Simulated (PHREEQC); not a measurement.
Consider water at 20 °C with 0.008 mol/kgw FeCl3, 0.00015 mol/kgw CuCl2 and 0.00038 mol/kgw NaHCO3. Closed to the air; pH follows from the charge balance.

Computed with PHREEQC (ion-association model, wateq4f.dat).

No solid was allowed to form.

### Question
What pH, ionic strength does the model give?

### Answer
pH 2.46; ionic strength 0.0411 mol/kgw.

### Question
In which forms is Cu present?

### Answer
Cu+2 98 %, CuCl+ 2.4 % of the Cu.

The solution is supersaturated, for example in Hematite (slow to form), Goethite (slow to form), so a real one may precipitate; this is no full list.
